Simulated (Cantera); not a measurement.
# Thermodynamics of carbon deposition, reforming and gasification, feed toluene + H2O

Input: 1 mol toluene, 5.1 mol H2O, held at 0.100 bar.

These are equilibrium values from Cantera (NASA tables, ideal gas, pure condensed phases), not measurements of a reactor. Candidate condensed phases: C, C6H6, C7H8, C8H18, H2O; 131 gas species. Ions and electrons are included (thermal ionisation). Rates play no part.

From 2000 K to 3000 K the condensed part is C(graphite). From 3250 K to 5000 K nothing is condensed. The main C-bearing gas is CO throughout.

| T (K) | x H | x H2 | x CO | x C | x C2H2 (acetylene) | x C3 | n C(graphite) |
|---|---|---|---|---|---|---|---|
| 2000 | 0.00410 | 0.637 | 0.358 | 3.04e-10 | 0.000489 | 2.77e-10 | 1.89 |
| 2250 | 0.0185 | 0.624 | 0.356 | 3.64e-8 | 0.00209 | 6.50e-8 | 1.84 |
| 2500 | 0.0608 | 0.585 | 0.348 | 1.66e-6 | 0.00632 | 4.97e-6 | 1.71 |
| 2750 | 0.153 | 0.500 | 0.332 | 3.78e-5 | 0.0141 | 0.000169 | 1.43 |
| 3000 | 0.302 | 0.365 | 0.303 | 0.000507 | 0.0227 | 0.00312 | 0.800 |
| 3250 | 0.474 | 0.218 | 0.265 | 0.00336 | 0.0144 | 0.0146 | 0 |
| 3500 | 0.614 | 0.108 | 0.236 | 0.0112 | 0.00332 | 0.0158 | 0 |
| 3750 | 0.685 | 0.0467 | 0.219 | 0.0275 | 0.000546 | 0.0107 | 0 |
| 4000 | 0.708 | 0.0197 | 0.210 | 0.0495 | 6.73e-5 | 0.00425 | 0 |
| 4250 | 0.715 | 0.00887 | 0.205 | 0.0653 | 6.29e-6 | 0.000906 | 0 |
| 4500 | 0.718 | 0.00431 | 0.204 | 0.0718 | 5.61e-7 | 0.000145 | 0 |
| 4750 | 0.719 | 0.00225 | 0.202 | 0.0745 | 5.85e-8 | 2.45e-5 | 0 |
| 5000 | 0.719 | 0.00125 | 0.199 | 0.0771 | 7.65e-9 | 4.97e-6 | 0 |
x: gas mole fraction; n: condensed amount in mol.
